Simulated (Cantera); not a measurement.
An adiabatic, constant-pressure homogeneous reactor starts with CO : H2 : O2 : N2 = 0.34 : 0.037 : 1.52 : 16.8 (molar parts), equivalence ratio 0.12, at 950 K and 13.0 bar.

Detailed kinetics in Cantera: GRI-Mech 3.0 (53 species, 325 reactions). The hydrogen kinetics of GRI-Mech 3.0 are dated; newer H2 mechanisms differ, most at raised pressure. The pressure lies above the range GRI-Mech 3.0 was tuned for (to about 10 atm).

x: mole fraction; the columns are a selection and need not sum to one.

```tsv
t (s)	T (K)	x CO	x H2	x O2	x HO2	x NO	x H
9.00e-6	950	0.0182	0.00198	0.0813	2.50e-11	<1e-12	<1e-12
3.15e-5	950	0.0182	0.00198	0.0813	1.95e-10	<1e-12	<1e-12
0.000110	950	0.0182	0.00198	0.0813	1.04e-9	<1e-12	1.09e-12
0.000384	950	0.0182	0.00198	0.0813	4.15e-9	<1e-12	1.58e-12
0.00134	950	0.0182	0.00198	0.0813	1.57e-8	<1e-12	3.39e-12
0.00469	950	0.0182	0.00198	0.0813	(withheld)	<1e-12	1.13e-11
0.0164	950	0.0182	0.00198	0.0813	3.70e-7	<1e-12	6.13e-11
0.0573	952	0.0180	0.00194	0.0812	1.96e-6	<1e-12	4.16e-10
0.200	981	0.0154	0.00113	0.0796	5.61e-6	<1e-12	2.37e-9
0.700	(withheld)	(withheld)	(withheld)	0.0747	(withheld)	4.72e-11	6.79e-10
```

Q: Fill in the missing entries.

A: 
- 0.00469, x HO2: 6.60e-8
- 0.700, T (K): 1070
- 0.700, x CO: 0.00597
- 0.700, x H2: 1.25e-5
- 0.700, x HO2: 1.61e-6
